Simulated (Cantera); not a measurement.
Mixture: CH4 : C2H6 : O2 : N2 = 1 : 0.18 : 1.46 : 5.49 (molar parts), at 101000 Pa, adiabatic and at constant volume. Ignition delay is the time to a rise of 400 K.

Model: GRI-Mech 3.0 (53 species, 325 reactions), integrated in Cantera.

Q: Predict: delay at 1273 K; delay at 1348 K; delay at 1423 K; delay at 1498 K; delay at 1573 K; delay at 1648 K; apparent activation energy between 1498 and 1648 K.

A: 
| Quantity | Value |
|---|---|
| delay at 1273 K | 1.45 ms |
| delay at 1348 K | 0.702 ms |
| delay at 1423 K | 0.359 ms |
| delay at 1498 K | 0.191 ms |
| delay at 1573 K | 0.107 ms |
| delay at 1648 K | 63.2 µs |
| apparent activation energy between 1498 and 1648 K | 150 kJ/mol |
